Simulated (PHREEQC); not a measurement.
Polishing slurry liquid (model solution)

Dissolve 0.086 mol HNO3 and 0.00064 mol Al(NO3)3 per kg of water at 25 °C. Closed to the air; pH follows from the charge balance.

Equilibrium calculation in PHREEQC: ion-association model, wateq4f.dat.

The pH is 1.15 and the ionic strength is 0.0898 mol/kgw. The total alkalinity is -86.0 meq/kg.

```
species  molality  activity   log γ
-------  --------  --------  ------
NO3-       0.0879    0.0670  -0.118
H+         0.0860    0.0714  -0.081
Al+3     0.000640  0.000119  -0.729
AlOH+2    4.15e-8   1.66e-8  -0.399
```

This is a speciation only: nothing precipitates in the calculation.
